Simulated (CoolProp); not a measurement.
Vapour pressure (MPa) of p-xylene: the reference equation beside estimates from Tc = 343.0 °C, pc = 3.532 MPa, ω = 0.324. Clausius-Clapeyron is anchored at 36.65 °C with a constant enthalpy of vaporisation of 41.73 kJ/mol.

Model: reference Helmholtz-energy equation of state, Zhou 2012, in CoolProp.

```csv
T (°C),reference,Clausius-Clapeyron,van der Waals,Redlich-Kwong,Peng-Robinson
21.95,0.0009862,0.0009961,?,0.004301,0.001000
36.65,0.002232,0.002232,0.1019,0.008611,0.002244
51.45,0.004653,0.004673,0.1386,0.01599,?
66.15,0.008952,0.009130,0.1835,0.02765,0.008914
80.85,0.01615,0.01687,0.2377,?,0.01605
95.65,0.02766,0.02981,?,0.07048,0.02746
110.35,0.04496,0.05022,0.3778,0.1052,?
125.05,0.07008,0.08141,0.4649,0.1514,0.06963
139.85,0.1055,0.1279,0.5652,0.2117,0.1050
154.55,0.1534,?,0.6781,0.2875,0.1529
169.25,0.2168,0.2868,0.8047,0.3811,0.2165
184.05,0.2993,0.4140,0.9469,0.4957,0.2996
198.75,0.4031,0.5828,1.103,0.6316,0.4046
213.45,?,0.8036,1.275,0.7916,?
```

Problem. Fill in the missing entries.

Solution. 
- 21.95, van der Waals: 0.07289
- 51.45, Peng-Robinson: 0.004650
- 80.85, Redlich-Kwong: 0.04516
- 95.65, van der Waals: 0.3025
- 110.35, Peng-Robinson: 0.04465
- 154.55, Clausius-Clapeyron: 0.1942
- 213.45, reference: 0.5324
- 213.45, Peng-Robinson: 0.5357

Absolute difference from the reference over all 14 rows, mean and median: Clausius-Clapeyron 18.4 and 13.9 %, van der Waals 1559.5 and 651.8 %, Redlich-Kwong 149.6 and 125.0 %, Peng-Robinson 0.5 and 0.5 %.
